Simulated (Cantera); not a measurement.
Feed: 1 mol Si₃N₄, 0.027 mol H₂, held at 1275 °C.

Cantera equilibrium calculation (NASA polynomials, part measured and part estimated; ideal gas, pure solids and liquids). Candidate condensed phases: Si, Si₃N₄; 18 gas species. Gases not in the tables: Si₂H₆ and higher silanes. The numbers say what is thermodynamically allowed, not how fast it happens.

**Question.** At 1000000 Pa, list the 3 most abundant gas species with their mole fractions, and the condensed phases.

**Answer.** H₂ 1.000, N₂ 1.19e-5, SiH₄ 1.09e-5. Condensed: Si₃N₄(s).
